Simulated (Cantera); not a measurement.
A perfectly stirred reactor is fed with 25.6 % H2, 15.6 % O2, 58.7 % N2, at 1.00 bar; it is adiabatic with a 400 K inlet, and is followed from long to short residence time, starting on the burning branch (τ in s: 0.03, 0.013, 0.0057, 0.0025, 0.0011, 0.00048, 0.00021, 9.1e-05, 4e-05).

Cantera simulation using the H2/O2 subset of GRI-Mech 3.0, which has no nitrogen chemistry; the numbers are that mechanism's predictions, not measurements.

### Question
Predict: blow-out, bracketed by the residence times tried; x(H2) at τ = 30.0 ms; x(O2) at τ = 30.0 ms; x(O) at τ = 30.0 ms; x(H) at τ = 30.0 ms; x(H2O) at τ = 30.0 ms; x(H2) at τ = 1.10 ms; x(O2) at τ = 1.10 ms; x(O) at τ = 1.10 ms; x(H) at τ = 1.10 ms; x(H2O) at τ = 1.10 ms.

### Answer
```json
{
  "blow_out_bracketed_by_the_residence_times_tried": "burning at 40.0 µs, the shortest tried",
  "x(H2) at τ = 30.0 ms": "0.00373",
  "x(O2) at τ = 30.0 ms": "0.0318",
  "x(O) at τ = 30.0 ms": "0.000969",
  "x(H) at τ = 30.0 ms": "0.000669",
  "x(H2O) at τ = 30.0 ms": "0.285",
  "x(H2) at τ = 1.10 ms": "0.0143",
  "x(O2) at τ = 1.10 ms": "0.0350",
  "x(O) at τ = 1.10 ms": "0.00416",
  "x(H) at τ = 1.10 ms": "0.00601",
  "x(H2O) at τ = 1.10 ms": "0.265"
}
```
